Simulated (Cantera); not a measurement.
**SiH2Cl2 + NO + H2 (silicon oxide and oxynitride deposition)**

A closed system holds: 1 mol SiH2Cl2, 4.7 mol NO, 28 mol H2, held at 13.3 mbar.

These are equilibrium values from Cantera (NASA tables, ideal gas, pure condensed phases), not measurements of a reactor. Candidate condensed phases: H2O, NH4Cl, Si, SiO2, Si2N2O, Si3N4; 47 gas species. The tables hold silica as quartz up to 1696 K and as liquid above; real silica turns to tridymite and cristobalite and melts near 1996 K. Rates play no part.

At 723 K the condensed part is SiO2(α-quartz). From 873 K to 1623 K the condensed part is SiO2(β-quartz). From 1773 K to 1923 K the condensed part is SiO2(condensed).

| T (K) | x H2 | x H2O | x N2 | x HCl | x SiO | x H | x Cl | n SiO2(α-quartz) | n SiO2(β-quartz) | n SiO2(condensed) |
|---|---|---|---|---|---|---|---|---|---|---|
| 723 | 0.782 | 0.0835 | 0.0726 | 0.0618 | <1e-12 | <1e-12 | <1e-12 | 1.00 | 0 | 0 |
| 873 | 0.782 | 0.0835 | 0.0726 | 0.0618 | <1e-12 | 3.58e-10 | 2.81e-11 | 0 | 1.00 | 0 |
| 1023 | 0.782 | 0.0835 | 0.0726 | 0.0618 | <1e-12 | 3.17e-8 | 2.31e-9 | 0 | 1.00 | 0 |
| 1173 | 0.782 | 0.0835 | 0.0726 | 0.0618 | 6.18e-12 | 9.03e-7 | 6.24e-8 | 0 | 1.00 | 0 |
| 1323 | 0.782 | 0.0835 | 0.0726 | 0.0618 | 3.55e-9 | 1.21e-5 | 8.05e-7 | 0 | 1.00 | 0 |
| 1473 | 0.782 | 0.0835 | 0.0726 | 0.0618 | 5.44e-7 | 9.69e-5 | 6.21e-6 | 0 | 1.000 | 0 |
| 1623 | 0.782 | 0.0835 | 0.0726 | 0.0618 | 3.20e-5 | 0.000529 | 3.29e-5 | 0 | 0.999 | 0 |
| 1773 | 0.779 | 0.0842 | 0.0725 | 0.0616 | 0.000891 | 0.00217 | 0.000132 | 0 | 0 | 0.971 |
| 1923 | 0.754 | 0.0944 | 0.0715 | 0.0604 | 0.0123 | 0.00708 | 0.000427 | 0 | 0 | 0.595 |
x: gas mole fraction; n: condensed amount in mol.
